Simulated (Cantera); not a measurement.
Equilibrium for titanium nitride, carbide and oxide coatings: TiCl₄ + O₂

Feed: 1 mol TiCl₄, 7.1 mol O₂, equilibrated at 2123 K and 0.133 bar.

These are equilibrium values from Cantera (NASA tables, ideal gas, pure condensed phases), not measurements of a reactor. Candidate condensed phases: Ti, TiCl₂, TiCl₃, TiCl₄, TiO, TiO₂, Ti₂O₃, Ti₃O₅, Ti₄O₇; 15 gas species. Rates play no part.

* **x(O₂)**: 0.609
* **x(Cl)**: 0.372
* **x(Cl₂)**: 0.0139
* **x(O)**: 0.00348
* **x(ClO)**: 0.00146
* **x(TiOCl₂)**: 0.000134
* **x(TiO₂)**: 1.34e-5
* **x(TiCl₄)**: 1.11e-5
* **x(TiCl₃)**: 3.49e-6
* **n(TiO₂(rutile))**: 0.998 mol
* **gas amount**: 9.970 mol
* **log10 activity of Ti₄O₇(l) (absent)**: -2.46
* **log10 activity of Ti₃O₅(l) (absent)**: -2.86
* **log10 activity of Ti₂O₃(l) (absent)**: -3.64
